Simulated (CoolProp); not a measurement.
The fluid at 476.04 K and 0.227 MPa is throttled through a valve to 0.0331 MPa with no heat exchange. The same conditions are run with several fluids, on thermodynamics alone (safety and materials aside).

Model: reference Helmholtz-energy equation of state of each fluid (sulfur hexafluoride: Guder 2009; n-hexane: Thol 2019; p-xylene: Zhou 2012; n-octane: Beckmüller 2019; isobutene: Lemmon 2005), in CoolProp.

```csv
fluid,temperature change (K),final density (kg/m³)
sulfur hexafluoride,(withheld),(withheld)
n-hexane,-1.9,0.727
p-xylene,(withheld),(withheld)
n-octane,-2.9,(withheld)
isobutene,(withheld),(withheld)
```

Question: What belongs in the gaps?

Answer: 
- sulfur hexafluoride, temperature change (K): -0.5
- sulfur hexafluoride, final density (kg/m³): 1.22
- p-xylene, temperature change (K): -3.9
- p-xylene, final density (kg/m³): 0.903
- n-octane, final density (kg/m³): 0.970
- isobutene, temperature change (K): -1.2
- isobutene, final density (kg/m³): 0.471
